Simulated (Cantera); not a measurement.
Feed: 1 mol B2O3, 1.6 mol H2, 0.011 mol NH3, held at 22.0 mbar.

Equilibrium computed with Cantera from the NASA thermochemical tables; the gas is ideal and each condensed phase is pure. Candidate condensed phases: B, BN, B2O3, B3O3H3, H2O; 39 gas species. The numbers say what is thermodynamically allowed, not how fast it happens.

**Question.** Which condensed phases are stable at each of these points (T (K)): 1648, 1698, 1748, 1798, 1848, 1898, 1948, 1998, 2048, 2098, 2148, 2198, 2248?

**Answer.** 
```
T (K)  condensed phases  B condensed (%)
-----  ----------------  ---------------
1648            B2O3(l)             94.0
1698            B2O3(l)             88.3
1748            B2O3(l)             76.7
1798            B2O3(l)             51.9
1848           gas only              0.0
1898           gas only              0.0
1948           gas only              0.0
1998           gas only              0.0
2048           gas only              0.0
2098           gas only              0.0
2148           gas only              0.0
2198           gas only              0.0
2248           gas only              0.0
```

From 1648 K to 1798 K the condensed part is B2O3(l). From 1848 K to 2248 K nothing is condensed.
